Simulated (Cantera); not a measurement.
A freely propagating, adiabatic, planar premixed flame of 24.9 % H2, 15.8 % O2, 59.3 % N2, equivalence ratio 0.79, unburnt at 425 K and 0.444 atm; mixture-averaged transport, grid criteria slope 0.08 and curve 0.16, no radiation.

Cantera simulation using the H2/O2 subset of GRI-Mech 3.0, which has no nitrogen chemistry; the numbers are that mechanism's predictions, not measurements. Burning velocities carry a grid error of a few per cent, more on coarse grids.

x: mole fraction of selected species; z is measured from the peak of heat release.

```tsv
z (mm)	T (K)	u (m/s)	x H2	x O2	x H2O2	x O	x H2O	x HO2
-3.34	425	3.08	0.249	0.158	<1e-8	<1e-8	<1e-8	<1e-8
-2.23	425	3.08	0.249	0.158	<1e-8	<1e-8	<1e-8	<1e-8
-1.67	425	3.08	0.249	0.158	<1e-8	<1e-8	<1e-8	<1e-8
-1.11	425	3.08	0.249	0.158	<1e-8	<1e-8	8.81e-8	___
-0.557	435	3.13	0.244	0.159	4.41e-6	1.58e-6	0.000298	___
-0.279	654	4.59	0.209	0.155	3.43e-5	0.000147	0.0179	___
0	1091	7.40	0.119	0.122	3.88e-6	0.00411	0.0956	___
0.279	1397	9.37	0.0447	0.0702	2.82e-6	0.0114	0.185	___
0.557	1548	10.3	0.0280	0.0543	1.72e-6	0.0131	0.212	___
1.11	1704	11.3	0.0244	0.0489	8.56e-7	0.0117	0.224	___
2.23	1854	12.1	0.0210	0.0453	4.39e-7	0.00912	0.236	___
4.46	1990	12.9	0.0161	0.0423	2.53e-7	0.00628	0.248	___
8.91	2098	13.5	0.0107	0.0400	1.68e-7	0.00382	0.259	___
```

### Question
What belongs in the gaps?

### Answer

- -1.11, x HO2: 3.41e-8
- -0.557, x HO2: 9.56e-5
- -0.279, x HO2: 0.000162
- 0, x HO2: 5.92e-5
- 0.279, x HO2: 2.82e-5
- 0.557, x HO2: 1.87e-5
- 1.11, x HO2: 1.33e-5
- 2.23, x HO2: 9.37e-6
- 4.46, x HO2: 6.16e-6
- 8.91, x HO2: 3.94e-6
